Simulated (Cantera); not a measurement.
# Premixed flame

A freely propagating, adiabatic, planar premixed flame of 38.7 % H₂, 12.9 % O₂, 48.4 % N₂, equivalence ratio 1.5, unburnt at 475 K and 0.987 atm; mixture-averaged transport, grid criteria slope 0.08 and curve 0.16, no radiation.

Model: the H2/O2 subset of GRI-Mech 3.0, which has no nitrogen chemistry, integrated in Cantera. Burning velocities carry a grid error of a few per cent, more on coarse grids.

```json
[
 {"z (mm)": "-1.23", "T (K)": "475", "u (m/s)": "6.13", "x H₂": "0.387", "x O₂": "0.129", "x O": "<1e-8", "x H₂O": "<1e-8", "x OH": "<1e-8", "x HO₂": "<1e-8"},
 {"z (mm)": "-0.820", "T (K)": "475", "u (m/s)": "6.13", "x H₂": "0.387", "x O₂": "0.129", "x O": "<1e-8", "x H₂O": "<1e-8", "x OH": "<1e-8", "x HO₂": "<1e-8"},
 {"z (mm)": "-0.615", "T (K)": "475", "u (m/s)": "6.13", "x H₂": "0.387", "x O₂": "0.129", "x O": "<1e-8", "x H₂O": "<1e-8", "x OH": "<1e-8", "x HO₂": "<1e-8"},
 {"z (mm)": "-0.410", "T (K)": "475", "u (m/s)": "6.13", "x H₂": "0.387", "x O₂": "0.129", "x O": "<1e-8", "x H₂O": "9.38e-8", "x OH": "<1e-8", "x HO₂": "1.40e-7"},
 {"z (mm)": "-0.205", "T (K)": "488", "u (m/s)": "6.28", "x H₂": "0.384", "x O₂": "0.129", "x O": "3.81e-6", "x H₂O": "0.000348", "x OH": "2.81e-5", "x HO₂": "0.000187"},
 {"z (mm)": "-0.103", "T (K)": "735", "u (m/s)": "9.21", "x H₂": "0.350", "x O₂": "0.124", "x O": "0.000243", "x H₂O": "0.0196", "x OH": "0.000930", "x HO₂": "0.000231"},
 {"z (mm)": "0", "T (K)": "1193", "u (m/s)": "14.5", "x H₂": "0.246", "x O₂": "0.0864", "x O": "0.00386", "x H₂O": "0.103", "x OH": "0.00267", "x HO₂": "8.44e-5"},
 {"z (mm)": "0.103", "T (K)": "1509", "u (m/s)": "18.1", "x H₂": "0.147", "x O₂": "0.0278", "x O": "0.00668", "x H₂O": "0.213", "x OH": "0.00667", "x HO₂": "2.53e-5"},
 {"z (mm)": "0.205", "T (K)": "1649", "u (m/s)": "19.6", "x H₂": "0.121", "x O₂": "0.00927", "x O": "0.00568", "x H₂O": "0.248", "x OH": "0.00857", "x HO₂": "8.03e-6"},
 {"z (mm)": "0.410", "T (K)": "1786", "u (m/s)": "21.1", "x H₂": "0.120", "x O₂": "0.00455", "x O": "0.00460", "x H₂O": "0.259", "x OH": "0.00985", "x HO₂": "3.65e-6"},
 {"z (mm)": "0.820", "T (K)": "1927", "u (m/s)": "22.5", "x H₂": "0.126", "x O₂": "0.00313", "x O": "0.00339", "x H₂O": "0.266", "x OH": "0.0102", "x HO₂": "2.32e-6"},
 {"z (mm)": "1.64", "T (K)": "2061", "u (m/s)": "23.8", "x H₂": "0.132", "x O₂": "0.00193", "x O": "0.00214", "x H₂O": "0.273", "x OH": "0.00949", "x HO₂": "1.39e-6"},
 {"z (mm)": "3.28", "T (K)": "2177", "u (m/s)": "24.9", "x H₂": "0.136", "x O₂": "0.00102", "x O": "0.00115", "x H₂O": "0.280", "x OH": "0.00785", "x HO₂": "7.62e-7"}
]
```
x: mole fraction of selected species; z is measured from the peak of heat release.

```json
{
 "laminar_burning_velocity": "613 cm/s",
 "thermal_thickness": "0.410 mm",
 "peak x(O)": "0.00671",
 "peak x(OH)": "0.0102",
 "peak x(HO₂)": "0.000382",
 "grid_points": "120"
}
```
